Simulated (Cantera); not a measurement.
A perfectly stirred reactor is fed with C2H4 : H2 = 1 : 16 (molar parts), at 0.240 Torr; it is held at 1748 K, and followed from long to short residence time.

Cantera simulation using GRI-Mech 3.0 (53 species, 325 reactions); the numbers are that mechanism's predictions, not measurements. GRI-Mech 3.0 was tuned for natural gas; its chemistry of ethylene as a main component is partial and can be far from experiment. GRI-Mech 3.0 stops at C3 and has no aromatics, soot or wall deposition, so with more carbon than oxygen in the feed, carbon stays in small species such as C2H2 where larger ones or solid carbon would form. Radical loss at walls, strong at low pressure, is not modelled.

Question: What does this change do: pressure from 0.240 Torr to 1.20 bar?

Answer: 
| quantity | before | after |
|---|---|---|
| x(C2H4) at τ = 4.00 s | 0.00536 | 0.00171 |
| x(H2) at τ = 4.00 s | 0.944 | 0.933 |
| x(C2H) at τ = 4.00 s | 5.20e-8 | 6.86e-8 |
| x(CH4) at τ = 4.00 s | 4.17e-6 | 0.0194 |
| x(C2H6) at τ = 4.00 s | 6.72e-10 | 3.22e-6 |
| x(C2H4) at τ = 62.0 ms | 0.0532 | 0.00210 |
| x(H2) at τ = 62.0 ms | 0.941 | 0.939 |
| x(C2H) at τ = 62.0 ms | 3.41e-10 | 7.65e-8 |
| x(CH4) at τ = 62.0 ms | 8.95e-8 | 0.00929 |
| x(C2H6) at τ = 62.0 ms | 5.00e-9 | 2.16e-6 |

Question: What does this change do: temperature 1748 to 1375 K?

Answer: 
```csv
quantity,before,after
x(C2H4) at τ = 4.00 s,0.00536,0.0567
x(H2) at τ = 4.00 s,0.944,0.941
x(C2H) at τ = 4.00 s,5.20e-8,<1e-12
x(CH4) at τ = 4.00 s,4.17e-6,3.90e-8
x(C2H6) at τ = 4.00 s,6.72e-10,8.06e-9
x(C2H4) at τ = 62.0 ms,0.0532,0.0588
x(H2) at τ = 62.0 ms,0.941,0.941
x(C2H) at τ = 62.0 ms,3.41e-10,<1e-12
x(CH4) at τ = 62.0 ms,8.95e-8,1.52e-11
x(C2H6) at τ = 62.0 ms,5.00e-9,2.24e-10
```
